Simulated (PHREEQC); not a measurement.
Make-up at 73 °C: 0.071 mol HF, 0.0082 mol NH4HF2, 0.0045 mol (NH4)2SiF6 and 3.3e-05 mol H2SO4 per kg of water. Closed to the air; pH follows from the charge balance.

The numbers come from PHREEQC with the ion-association model, phreeqc.dat.

```json
{
  "pH": "2.57",
  "ionic_strength": "0.0248 mol/kgw",
  "total_alkalinity": "-97.3 meq/kg"
}
```

| species | molality | activity | log γ |
|---|---|---|---|
| HF | 0.0734 | 0.0739 | 0.002 |
| NH4+ | 0.0172 | 0.0144 | -0.078 |
| F- | 0.00851 | 0.00717 | -0.075 |
| SiF6-2 | 0.00450 | 0.00236 | -0.280 |
| H+ | 0.00309 | 0.00269 | -0.060 |
| HF2- | 0.00272 | 0.00231 | -0.072 |
| SO4-2 | 1.99e-5 | 1.04e-5 | -0.281 |
| HSO4- | 1.08e-5 | 9.16e-6 | -0.072 |
| NH4SO4- | 2.28e-6 | 1.93e-6 | -0.072 |

This is a speciation only: nothing precipitates in the calculation. Away from 25 °C the constants follow the database's enthalpies or fits; those with neither stay at their 25 °C values. SiF6-2 is the database's only silicon fluoride.
